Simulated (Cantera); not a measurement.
What does this Cantera script print?

```python
import numpy as np
import cantera as ct

gas = ct.Solution("gri30.yaml")
gas.TPX = 1275, 101325, {'CH2O': 0.0034, 'O2': 0.00067, 'N2': 1}
reactor = ct.IdealGasConstPressureReactor(gas, energy="off", clone=False)
net = ct.ReactorNet([reactor])
net.rtol, net.atol = 1e-08, 1e-18
show = ['CH2O', 'O2', 'NO2', 'CH2', 'C2H2', 'HCO', 'CH2CO']
times = np.geomspace(0.0002, 3, 13)

steps = ct.SolutionArray(gas, extra=["t"])
rows = []
print(f"{'t/s':>10s}{'T/K':>9s}{'P/Pa':>11s}" + "".join(f"{s:>11s}" for s in show))
for t in times:
    while net.time < t:
        t_next = net.step()
        steps.append(gas.state, t=t_next)
    rows.append([np.interp(t, steps.t, y) for y in (steps.T, steps.P, *steps(*show).X.T)])
    print(f"{t:10.3e}{rows[-1][0]:9.1f}{rows[-1][1]:11.4g}" + "".join(f"{x:11.3e}" for x in rows[-1][2:]))
rate = np.gradient(steps.T, steps.t)
print("integrator steps:", len(steps.t))
if steps.T.max() > steps.T[0] + 200:
    print(f"time of steepest temperature rise: {steps.t[rate.argmax()]:.4e} s")
gas.TPX = 1275, 101325, {'CH2O': 0.0034, 'O2': 0.00067, 'N2': 1}
gas.equilibrate("TP")
print(f"equilibrium (TP): T = {gas.T:.1f} K  " + "  ".join(f"{s} {gas[s].X[0]:.3e}" for s in show))
```

Output:

```
       t/s      T/K       P/Pa       CH2O         O2        NO2        CH2       C2H2        HCO      CH2CO
 2.000e-04   1275.0  1.013e+05  3.384e-03  6.671e-04  8.013e-22  2.233e-14  5.398e-23  1.180e-08  7.507e-15
 4.457e-04   1275.0  1.013e+05  3.373e-03  6.666e-04  5.106e-20  2.884e-13  1.426e-21  4.018e-08  5.341e-14
 9.932e-04   1275.0  1.013e+05  3.240e-03  6.609e-04  2.127e-17  1.648e-11  3.666e-18  3.042e-07  3.844e-12
 2.213e-03   1275.0  1.013e+05  1.247e-03  5.928e-04  5.715e-14  2.236e-10  1.748e-14  9.204e-07  1.651e-09
 4.932e-03   1275.0  1.013e+05  2.385e-10  2.947e-04  5.831e-14  1.367e-11  4.159e-13  5.179e-09  2.140e-12
 1.099e-02   1275.0  1.013e+05  6.941e-11  1.585e-07  1.315e-14  3.534e-13  3.735e-14  5.940e-09  3.572e-14
 2.449e-02   1275.0  1.013e+05  3.584e-11  1.978e-08  4.986e-15  7.465e-14  2.413e-14  2.924e-09  1.614e-14
 5.459e-02   1275.0  1.013e+05  1.864e-11  3.235e-09  2.003e-15  2.066e-14  1.858e-14  1.369e-09  9.848e-15
 1.216e-01   1275.0  1.013e+05  1.042e-11  5.808e-10  8.442e-16  6.199e-15  1.616e-14  6.254e-10  6.688e-15
 2.711e-01   1275.0  1.013e+05  6.635e-12  1.095e-10  3.653e-16  1.891e-15  1.496e-14  2.824e-10  4.770e-15
 6.041e-01   1275.0  1.013e+05  4.917e-12  2.118e-11  1.575e-16  5.401e-16  1.434e-14  1.268e-10  3.293e-15
 1.346e+00   1275.0  1.013e+05  4.144e-12  4.155e-12  6.449e-17  1.379e-16  1.399e-14  5.680e-11  2.061e-15
 3.000e+00   1275.0  1.013e+05  3.799e-12  8.247e-13  2.378e-17  3.186e-17  1.378e-14  2.547e-11  1.142e-15
integrator steps: 2189
equilibrium (TP): T = 1275.0 K  CH2O 3.518e-12  O2 2.936e-16  NO2 6.391e-21  CH2 1.583e-20  C2H2 1.132e-17  HCO 4.975e-13  CH2CO 1.642e-17
```

Detailed kinetics in Cantera: GRI-Mech 3.0 (53 species, 325 reactions).
